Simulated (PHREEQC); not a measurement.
PHREEQC input (ion-association model, wateq4f.dat):

```
SOLUTION_MASTER_SPECIES
  Amm  AmmH+  0  AmmH  17.031  # ammonia with no redox link, constants of NH4+
SOLUTION_SPECIES
  AmmH+ = AmmH+
    -log_k 0
  AmmH+ = Amm + H+
    -log_k -9.252
    -delta_h 12.48 kcal
    -analytic 0.6322 -0.001225 -2835.76
    -gamma 2.5 0.0
  AmmH+ + SO4-2 = AmmHSO4-
    -log_k 1.11
    -gamma 5.0 0.0
  SO4-2 + 10H+ + 8e- = H2S + 4H2O  # shut off: sulfate is not reduced
    -log_k -100
    -delta_h 0
    -analytic -100
PHASES
  Amm(g)
    Amm = Amm
    -log_k 1.770
    -delta_h -8.170 kcal
EXCHANGE_SPECIES
  AmmH+ + X- = AmmHX
    -log_k 0.6
SOLUTION 1
  temp 25
  units mol/kgw
  pH 7 charge
  S(6) 0.1139
  Mn(2) 0.011
  Fe(3) 0.0166
SOLUTION 2
  temp 25
  units mol/kgw
  pH 7 charge
  Amm 0.22
  B 3.1e-05
END
SELECTED_OUTPUT 1
  -reset false
  -pH true
  -pe true
  -ionic_strength true
  -water true
  -totals Amm B Fe Mn S Fe(2) Fe(3) Mn(2) Mn(3) Mn(6)
    Mn(7) S(-2) S(6)
  -molalities H+ H3BO3 Fe+2 Mn+2 SO4-2 Fe+3 FeOH+2 FeOH+ Fe(OH)3- FeSO4+
    FeSO4 H2BO3- HSO4- H2S HS- S-2 O2 Fe(OH)2+ Fe(OH)3 Fe(OH)4-
    Fe(OH)2 FeHSO4+ OH- FeHSO4+2 Mn+3 MnOH+ Mn(OH)3- MnSO4 MnO4- MnO4-2
    Fe(SO4)2- Fe2(OH)2+4 Fe3(OH)4+5 Fe(HS)2 Fe(HS)3- AmmH+ Amm AmmHSO4-
  -equilibrium_phases Fe(OH)3(a) Pyrochroite
PRINT
  -reset false
MIX 1
  1 1
  2 0
EQUILIBRIUM_PHASES 1
  Fe(OH)3(a) 0 0
  Pyrochroite 0 0
END
# ... the last block is repeated for the other 20 points of share of solution B
```

Selected output (columns that matter, 17 of 21 rows; share of solution B added in front):

```
share of solution B	pH	mu	Amm	B	Fe	Mn	S	m_H+	m_H3BO3	m_Mn+2	m_SO4-2	m_Fe+3	Fe(OH)3(a)	Pyrochroite
0	1.1713	0.15666	0	0	0.0166	0.011	0.1139	0.083498	0	0.007485	0.024357	0.00061282	0	0
0.05	1.2344	0.15219	0.011	1.55e-06	0.01577	0.01045	0.1082	0.072114	1.55e-06	0.006989	0.025182	0.0005699	0	0
0.1	1.3068	0.14807	0.022	3.1e-06	0.01494	0.0099	0.10251	0.060959	3.1e-06	0.0064947	0.026169	0.00052603	0	0
0.2	1.4936	0.14124	0.044	6.2e-06	0.01328	0.0087999	0.091119	0.039553	6.2e-06	0.0055155	0.028786	0.00043636	0	0
0.25	1.6215	0.13875	0.055	7.7499e-06	0.01245	0.0082499	0.085424	0.029437	7.7499e-06	0.005034	0.030513	0.00039129	0	0
0.3	1.7931	0.13706	0.065999	9.2999e-06	0.01162	0.0076999	0.079729	0.01982	9.2999e-06	0.0045612	0.032599	0.00034668	0	0
0.4	2.6823	0.13768	0.087999	1.24e-05	0.0099599	0.0066	0.06834	0.0025582	1.24e-05	0.0036566	0.038247	0.00025316	0	0
0.45	3.2434	0.14094	0.099025	1.3954e-05	0.0044673	0.0060515	0.062661	0.00070361	1.3953e-05	0.0033079	0.040037	9.5685e-05	0.0046638	0
0.5	8.2675	0.13639	0.11005	1.5507e-05	2.6627e-08	0.0055024	0.056975	6.6464e-09	1.3445e-05	0.0029937	0.039459	7.9884e-20	0.0083	0
0.55	8.9087	0.12415	0.12105	1.7057e-05	4.1466e-08	0.0049519	0.051275	1.5111e-09	1.0266e-05	0.0027121	0.036177	9.1328e-22	0.00747	0
0.6	9.1687	0.11187	0.13205	1.8607e-05	5.7798e-08	0.0034278	0.045577	8.2625e-10	8.5162e-06	0.0018898	0.032936	1.4478e-22	0.0066399	0.00097344
0.7	9.5124	0.086599	0.15405	2.1707e-05	1.0063e-07	0.00064506	0.034182	3.6967e-10	6.161e-06	0.00036121	0.026133	1.2024e-23	0.0049799	0.0026552
0.75	9.6741	0.073401	0.16505	2.3257e-05	1.3515e-07	0.00029012	0.028483	2.527e-10	5.0724e-06	0.00016401	0.022395	3.6588e-24	0.0041499	0.00246
0.8	9.8369	0.059853	0.17604	2.4806e-05	1.8463e-07	0.00012874	0.022785	1.7201e-10	4.073e-06	7.3438e-05	0.018468	1.0875e-24	0.0033198	0.0020713
0.9	10.226	0.031521	0.19802	2.7903e-05	4.055e-07	1.8469e-05	0.011391	6.8097e-11	2.1959e-06	1.0444e-05	0.0099494	5.6402e-26	0.0016596	0.0010815
0.95	10.54	0.016585	0.20901	2.9451e-05	7.8494e-07	4.2346e-06	0.0056952	3.218e-11	1.229e-06	2.1516e-06	0.0052326	5.0578e-27	0.00082922	0.00054577
1	11.289	0.0020696	0.22	3.1e-05	0	0	0	5.3943e-12	2.6097e-07	0	0	0	0	0
```
